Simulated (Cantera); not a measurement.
Feed: 1 mol Si, 0.033 mol CO₂, 3.6 mol N₂, held at 10.0 mbar.

Cantera equilibrium calculation (NASA polynomials, part measured and part estimated; ideal gas, pure solids and liquids). Candidate condensed phases: C, Si, SiC, SiO₂, Si₂N₂O, Si₃N₄; 34 gas species. N₂ is the only nitrogen source here; it is nearly inert below about 1500 K, so the nitride shown seldom forms there in practice. Mutual solubility and eutectic melting of coexisting phases are not modelled. The numbers say what is thermodynamically allowed, not how fast it happens.

Question: Which condensed phases are stable at each of these points (T (K)): 923, 1023, 1123, 1223, 1323, 1423, 1523, 1623, 1723, 1823, 1923, 2023, 2123?

Answer: 
```
T (K)                    condensed phases  Si condensed (%)
-----  ----------------------------------  ----------------
923    C(graphite) + Si₂N₂O(s) + Si₃N₄(s)             100.0
1023   C(graphite) + Si₂N₂O(s) + Si₃N₄(s)             100.0
1123   C(graphite) + Si₂N₂O(s) + Si₃N₄(s)             100.0
1223   C(graphite) + Si₂N₂O(s) + Si₃N₄(s)             100.0
1323   C(graphite) + Si₂N₂O(s) + Si₃N₄(s)             100.0
1423        SiC(s) + Si₂N₂O(s) + Si₃N₄(s)             100.0
1523        SiC(s) + Si₂N₂O(s) + Si₃N₄(s)             100.0
1623        SiC(s) + Si₂N₂O(s) + Si₃N₄(s)              99.9
1723        SiC(s) + Si₂N₂O(s) + Si₃N₄(s)              98.3
1823                       Si(l) + SiC(s)              93.9
1923                       Si(l) + SiC(s)              93.8
2023                       Si(l) + SiC(s)              92.7
2123                       Si(l) + SiC(s)              88.3
```

From 923 K to 1323 K the condensed part is C(graphite) + Si₂N₂O(s) + Si₃N₄(s). From 1423 K to 1723 K the condensed part is SiC(s) + Si₂N₂O(s) + Si₃N₄(s). From 1823 K to 2123 K the condensed part is Si(l) + SiC(s).
